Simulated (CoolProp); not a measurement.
Properties of tetrahydrofuran along the isotherm 207.45 °C (Tc = 267.0 °C, pc = 5304 kPa, ω = 0.234).

Computed with CoolProp (reference Helmholtz-energy equation of state, Fiedler 2023).

```tsv
p (kPa)	phase	Z	cp (kJ/(kg K))	cv (kJ/(kg K))	speed of sound (m/s)	expansivity (1/kK)	fugacity coefficient
2410	liquid	0.06864	2.722	1.838	468.1	3.526	0.7473
4820	liquid	0.1342	2.617	1.835	517.7	2.942	0.3999
7230	liquid	0.1978	2.551	1.833	559.2	2.578	0.2849
9640	liquid	0.2598	2.504	1.831	595.3	2.324	0.2281
12100	liquid	0.3218	2.469	1.831	628.3	2.130	0.1941
14500	liquid	0.3812	2.442	1.830	657.6	1.982	0.1726
16900	liquid	0.4398	2.420	1.829	684.6	1.862	0.1577
19300	liquid	0.4976	2.402	1.829	709.7	1.762	0.1469
21700	liquid	0.5546	2.386	1.829	733.3	1.677	0.1390
24100	liquid	0.6111	2.373	1.829	755.6	1.604	0.1330
26500	liquid	0.6670	2.362	1.829	776.7	1.540	0.1285
```
